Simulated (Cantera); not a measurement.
Input (Python, Cantera) and output of one run.

```python
import numpy as np
import cantera as ct

gas_names = """
    CL CL2 H HCL H2 Si SiCL SiCL2 SiCL3 SiCL4 SiH SiHCL3 SiH2 SiH2CL2 SiH3 SiH3CL SiH4 Si2 Si3
""".split()
cond_names = """
    Si(cr) Si(L)
""".split()


# ... load() reads the species with a 1 bar reference pressure and builds the phases ...
atoms = {
    'Si2H6': {'Si': 2, 'H': 6},
    'HCl': {'H': 1, 'CL': 1},
    'H2': {'H': 2},
}
top_T = {}  # K; cautious upper limits of use, not melting points


# ... equilibrate(T, P, feed) seeds the gas with the atoms and calls Mixture.equilibrate('TP', solver="vcs", rtol=1e-11, max_steps=5000) ...
results = []
feed = {'Si2H6': 1, 'HCl': 0.29, 'H2': 40}  # mol
P = 101325  # Pa
for T in [848, 898, 948, 998, 1048, 1098, 1148, 1198, 1248, 1298, 1348]:
    mix = equilibrate(T, P, feed)
    results.append((T, P, feed, dict(zip(mix.species_names, mix.species_moles))))

top = {s: max(r[3][s] / sum(r[3][g] for g in gas_names) for r in results) for s in gas_names}
cols = sorted((s for s in top if top[s] > 0.0001), key=lambda s: -top[s])[:9]
seen = [c for c in cond_names if any(r[3].get(c, 0) > 1e-12 for r in results)]
print("log10 of partial pressures in bar; condensed amounts in mol")
print(f"{'T/K':>10s}" + "".join(f"{s[:9]:>10s}" for s in cols + seen))
for T, P, feed, n in results:
    ng = sum(n[g] for g in gas_names)
    print(f"{T:10.4g}" + "".join(f"{np.log10(max(n[s] / ng * P / 1e5, 1e-99)):10.3f}" for s in cols)
          + "".join(f"{n.get(c, 0):10.4g}" for c in seen))
```

It prints:

```
log10 of partial pressures in bar; condensed amounts in mol
       T/K        H2       HCL    SiHCL3     SiCL4   SiH2CL2     SiCL2    Si(cr)
       848     0.005    -3.151    -2.927    -3.292    -3.619    -6.233     1.917
       898     0.004    -2.918    -2.967    -3.334    -3.624    -5.710     1.923
       948     0.004    -2.719    -3.028    -3.405    -3.647    -5.259     1.932
       998     0.004    -2.552    -3.119    -3.515    -3.691    -4.879     1.944
      1048     0.004    -2.418    -3.252    -3.683    -3.765    -4.569     1.957
      1098     0.003    -2.319    -3.440    -3.925    -3.877    -4.334      1.97
      1148     0.003    -2.255    -3.689    -4.249    -4.031    -4.171     1.981
      1198     0.003    -2.219    -3.985    -4.637    -4.217    -4.069     1.987
      1248     0.003    -2.201    -4.304    -5.055    -4.419    -4.006     1.991
      1298     0.003    -2.193    -4.621    -5.472    -4.622    -3.964     1.993
      1348     0.003    -2.190    -4.927    -5.873    -4.817    -3.934     1.993
```

Equilibrium computed with Cantera from the NASA thermochemical tables; the gas is ideal and each condensed phase is pure. The feed counts by its element totals alone. The tables' values for SiCl3 are old estimates; treat these amounts as uncertain.
